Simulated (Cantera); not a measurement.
Charge: 1 mol Ca(OH)2, 0.11 mol CO2, equilibrated at 0.0340 bar.

Cantera equilibrium calculation (NASA polynomials, part measured and part estimated; ideal gas, pure solids and liquids). Candidate condensed phases: C, C6H6, C7H8, C8H18, Ca, CaCO3, CaO, Ca(OH)2, H2O; 115 gas species. Kinetics and transport are ignored.

**Question.** Which condensed phases are stable at each of these points (T (°C)): 252, 302, 352, 402, 452, 502, 552, 602?

**Answer.** 
| T (°C) | condensed phases | Ca condensed (%) |
|---|---|---|
| 252 | CaCO3(calcite) + Ca(OH)2(s) | 100.0 |
| 302 | CaCO3(calcite) + Ca(OH)2(s) | 100.0 |
| 352 | CaCO3(calcite) + Ca(OH)2(s) | 100.0 |
| 402 | CaCO3(calcite) + CaO(s) | 100.0 |
| 452 | CaCO3(calcite) + CaO(s) | 100.0 |
| 502 | CaCO3(calcite) + CaO(s) | 100.0 |
| 552 | CaCO3(calcite) + CaO(s) | 100.0 |
| 602 | CaCO3(calcite) + CaO(s) | 100.0 |

From 252 °C to 352 °C the condensed part is CaCO3(calcite) + Ca(OH)2(s). From 402 °C to 602 °C the condensed part is CaCO3(calcite) + CaO(s).
